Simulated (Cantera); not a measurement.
Feed: 1 mol HI, 0.14 mol O₂, 10 mol N₂, equilibrated at 4.60 bar.

Method: chemical equilibrium by Gibbs-energy minimisation in Cantera with the NASA 1993 tables (ideal gas, pure condensed phases). Candidate condensed phases: H₂O, I₂; 27 gas species. Rates play no part.

x: gas mole fraction; nothing condenses.

```tsv
T (K)	x N₂	x I	x H	x H₂O	x H₂
2650	0.869	0.0829	0.00284	0.0227	0.0169
2700	0.868	0.0831	0.00346	0.0222	0.0171
2750	0.868	0.0832	0.00419	0.0216	0.0173
2800	0.867	0.0834	0.00504	0.0209	0.0174
2850	0.866	0.0835	0.00602	0.0201	0.0176
2900	0.865	0.0836	___	0.0192	0.0178
2950	0.863	0.0836	0.00846	0.0182	0.0180
3000	0.862	0.0836	0.00994	0.0171	0.0182
3050	0.860	0.0836	0.0116	0.0159	0.0184
3100	0.859	0.0836	0.0135	0.0147	0.0185
3150	0.857	0.0836	___	___	0.0185
3200	0.855	0.0835	0.0178	0.0121	0.0185
3250	0.853	0.0834	0.0203	0.0108	0.0184
3300	0.850	0.0834	0.0230	0.00956	0.0182
```

Q: Complete the blanks.

A: 
- 2900, x H: 0.00716
- 3150, x H: 0.0156
- 3150, x H₂O: 0.0134
